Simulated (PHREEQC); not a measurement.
0.029 g of hydrous ferric oxide (600 m²/g; 0.2 weak and 0.005 strong sites per Fe, Dzombak-Morel constants, diffuse double layer) in 1 kg of water with 0.3 mol/kgw of an inert sodium salt and 7.3e-05 mol/kgw H3BO3, at 25 °C; the pH is set by adding NaOH or the inert anion's acid. Oxygen alone is held at its pressure in air (log pO2 = -0.68). CO2 from the air is kept out. Nothing may precipitate in this run.

Base run: PHREEQC, ion-association model, wateq4f.dat. Each further column changes one thing. The table gives surface charge σ (C/m²).

| pH | base | background salt from 0.3 to 0.03 mol/kgw | oxide from 0.029 to 0.15 g/kgw | 0.00017 mol/kgw Na2SeO4 added |
|---|---|---|---|---|
| 4 | 0.349 | 0.270 | 0.349 | 0.211 |
| 5.33 | 0.231 | 0.125 | 0.231 | 0.171 |
| 6.67 | 0.091 | ___ | 0.091 | 0.086 |
| 8 | 0.006 | ___ | 0.006 | 0.006 |
| 9.33 | -0.074 | -0.032 | -0.074 | -0.074 |
| 10.67 | -0.205 | ___ | -0.205 | -0.205 |
| 12 | -0.339 | ___ | -0.339 | -0.339 |

Complete the blanks.


- 6.67, background salt from 0.3 to 0.03 mol/kgw: 0.040
- 8, background salt from 0.3 to 0.03 mol/kgw: 0.002
- 10.67, background salt from 0.3 to 0.03 mol/kgw: -0.107
- 12, background salt from 0.3 to 0.03 mol/kgw: -0.262
